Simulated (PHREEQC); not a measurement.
Model water analysis in mg/kgw, 25 °C, pH 5.69, pe 8.4: Na 0.0338; K 0.00495; Ca 0.0284; Mg 0.0166; Cl 0.055; S(6) as SO4 0.0975; Alkalinity as HCO3 0.0593; F 0.00255.

Valence states are taken as typed.

The numbers come from PHREEQC with the ion-association model, phreeqc.dat.

Precipitation was switched off in this run.

**Question.** What ionic strength, charge-balance error does the model give?

**Answer.** ionic strength 8.99e-6 mol/kgw; charge-balance error -2.3 %.

**Question.** In which forms is C present?

**Answer.** CO2 82 %, HCO3- 18 % of the C.
